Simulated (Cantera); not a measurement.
Input: 1 mol B, 0.4 mol H₂O, held at 1500 K and 17.0 Pa.

Method: chemical equilibrium by Gibbs-energy minimisation in Cantera with the NASA 1993 tables (ideal gas, pure condensed phases). Candidate condensed phases: B, B₂O₃, B₃O₃H₃, H₂O; 23 gas species. Equilibrium is a limit: real reactors are often held back by kinetics, nucleation or transport.

Base state: H₂ 0.607, B₂O₂ 0.219, HBO 0.134, B₂O₃ 0.0312, BO 0.00604, HBO₂ 0.00210, H 0.00105, B₂O 1.55e-5 (mole fractions); condensed: B(s).

### Question
What changes in the equilibrium state with this change: pressure from 17.0 Pa to 0.520 bar?

### Answer
| species | before | after |
|---|---|---|
| H₂ | 0.607 | 0.990 |
| HBO | 0.134 | 0.00493 |
| B₃O₃H₃ | 1.04e-5 | 0.00489 |
| B₂O₂ | 0.219 | 0.000183 |
| B₂O₃ | 0.0312 | 4.17e-5 |
| B₂O | 1.55e-5 | 8.12e-9 |
| BO | 0.00604 | 3.16e-6 |
| H | 0.00105 | 2.43e-5 |
| B(s), mol | 0.620 | 0.731 |
| B₂O₃(l), mol | 0 | 0.131 |
Mutual solubility and eutectic melting of coexisting phases are not modelled.
